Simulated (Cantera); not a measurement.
Ammonia decomposition in nitride growth gas

A perfectly stirred reactor is fed with 5.00 % NH₃, 90.0 % H₂, 4.95 % N₂, at 16.5 Torr; it is held at 1900 K, and followed from long to short residence time.

Cantera simulation using the gas-phase N/H chemistry of the illustrative SiF4/NH3 mechanism in the Surface Chemkin manual (1991); the numbers are that mechanism's predictions, not measurements. Walls and surfaces, which speed up NH3 decomposition in real reactors, are not modelled.

```
τ (s)     x NH₃   x H₂       x H     x NH    x N₂    x N₂H₄     x NH₂
------  -------  -----  --------  -------  ------  --------  --------
21      0.00762  0.923   0.00158  2.47e-6  0.0676  3.17e-11   3.65e-5
7.3      0.0188  0.917   0.00112  3.08e-6  0.0628  9.81e-11   6.41e-5
2.6      0.0319  0.910  0.000917  3.57e-6  0.0572  1.93e-10   9.00e-5
0.92     0.0420  0.904  0.000813  3.73e-6  0.0529  2.67e-10  0.000106
0.33     0.0473  0.901  0.000728  3.39e-6  0.0506  2.73e-10  0.000107
0.12     0.0494  0.900  0.000576  2.23e-6  0.0497  1.88e-10   8.85e-5
0.041    0.0499  0.900  0.000286  5.58e-7  0.0495  4.73e-11   4.44e-5
0.015    0.0500  0.900  0.000108  8.01e-8  0.0495  6.81e-12   1.68e-5
0.0051   0.0500  0.900   3.68e-5  9.32e-9  0.0495    <1e-12   5.75e-6
0.0018   0.0500  0.900   1.30e-5  1.16e-9  0.0495    <1e-12   2.04e-6
```
x: mole fraction; the columns are a selection and need not sum to one.
